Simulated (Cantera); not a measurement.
A perfectly stirred reactor is fed with CH4 : H2 : O2 : N2 = 1 : 0.14 : 4.7 : 17.7 (molar parts), at 750 Torr; it is adiabatic with a 798 K inlet, and is followed from long to short residence time, starting on the burning branch (τ in s: 0.17, 0.061, 0.022, 0.008, 0.0029, 0.001, 0.00038, 0.00014, 5e-05, 1.8e-05).

Detailed kinetics in Cantera: GRI-Mech 3.0 (53 species, 325 reactions).

Question: What does this change do: CH4 1 to 0.63 parts?

Answer: 
| quantity | before | after |
|---|---|---|
| blow-out, bracketed by the residence times tried | burning at 0.140 ms, out at 50.0 µs | burning at 1.00 ms, out at 0.380 ms |
| x(CH4) at τ = 0.170 s | 5.99e-6 | 1.64e-5 |
| x(H2) at τ = 0.170 s | 4.42e-5 | 1.78e-5 |
| x(O2) at τ = 0.170 s | 0.112 | 0.146 |
| x(N2O) at τ = 0.170 s | 4.06e-7 | 9.95e-7 |
| x(OH) at τ = 0.170 s | 0.000892 | 0.000273 |
| x(CH4) at τ = 1.00 ms | 0.000170 | 0.000651 |
| x(H2) at τ = 1.00 ms | 0.00100 | 0.000776 |
| x(O2) at τ = 1.00 ms | 0.113 | 0.150 |
| x(N2O) at τ = 1.00 ms | 5.48e-7 | 3.38e-7 |
| x(OH) at τ = 1.00 ms | 0.00348 | 0.000878 |
